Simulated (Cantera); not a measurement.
A perfectly stirred reactor is fed with C₂H₆ : N₂ = 1 : 120 (molar parts), at 0.143 Torr; it is held at 1725 K, and followed from long to short residence time.

Detailed kinetics in Cantera: GRI-Mech 3.0 (53 species, 325 reactions). GRI-Mech 3.0 stops at C3 and has no aromatics, soot or wall deposition, so with more carbon than oxygen in the feed, carbon stays in small species such as C2H2 where larger ones or solid carbon would form. Radical loss at walls, strong at low pressure, is not modelled.

**Question.** What does this change do: temperature 1725 to 1850 K?

**Answer.** 
| quantity | before | after |
|---|---|---|
| x(C₂H₆) at τ = 20.0 s | 1.11e-5 | 4.06e-6 |
| x(HCN) at τ = 20.0 s | 0.000221 | 0.000488 |
| x(H) at τ = 20.0 s | 0.000435 | 0.000526 |
| x(CH₂) at τ = 20.0 s | 6.41e-6 | 8.35e-6 |
| x(C₂H) at τ = 20.0 s | 1.38e-6 | 2.82e-6 |
| x(C₂H₆) at τ = 0.170 s | 0.000967 | 0.000397 |
| x(HCN) at τ = 0.170 s | 1.95e-5 | 5.11e-5 |
| x(H) at τ = 0.170 s | 0.000725 | 0.00102 |
| x(CH₂) at τ = 0.170 s | 3.25e-5 | 5.15e-5 |
| x(C₂H) at τ = 0.170 s | 1.76e-6 | 5.08e-6 |

**Question.** What does this change do: C2H6 1 to 9.2 parts?

**Answer.** 
```csv
quantity,before,after
x(C₂H₆) at τ = 20.0 s,1.11e-5,5.46e-5
x(HCN) at τ = 20.0 s,0.000221,0.000124
x(H) at τ = 20.0 s,0.000435,0.00125
x(CH₂) at τ = 20.0 s,6.41e-6,1.12e-5
x(C₂H) at τ = 20.0 s,1.38e-6,4.05e-6
x(C₂H₆) at τ = 0.170 s,0.000967,0.00508
x(HCN) at τ = 0.170 s,1.95e-5,1.07e-5
x(H) at τ = 0.170 s,0.000725,0.00168
x(CH₂) at τ = 0.170 s,3.25e-5,6.81e-5
x(C₂H) at τ = 0.170 s,1.76e-6,4.93e-6
```
